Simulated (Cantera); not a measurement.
Input: 1 mol Pb, 7.3 mol CO, 31 mol H₂, at 775 K and 0.600 Torr.

Equilibrium computed with Cantera from the NASA thermochemical tables; the gas is ideal and each condensed phase is pure. Candidate condensed phases: C, C₆H₆, C₇H₈, C₈H₁₈, H₂O, Pb, PbO, PbO₂, Pb₃O₄; 113 gas species. The numbers say what is thermodynamically allowed, not how fast it happens.

Base state: H₂ 0.812, CO 0.176, CO₂ 0.00567, H₂O 0.00517, CH₄ 0.00108, Pb 3.11e-5 (mole fractions); condensed: C(graphite) + Pb(l).

Q: What changes in the equilibrium state with this change: CO from 7.3 to 0.52 mol?

A: 
```csv
species,before,after
H₂,0.812,0.983
CO,0.176,0.0155
CH₄,0.00108,0.000968
CO₂,0.00567,7.14e-5
Pb,3.11e-5,3.11e-5
H₂O,0.00517,0.000897
"C(graphite), mol",0.369,0
"Pb(l), mol",0.999,0.999
```
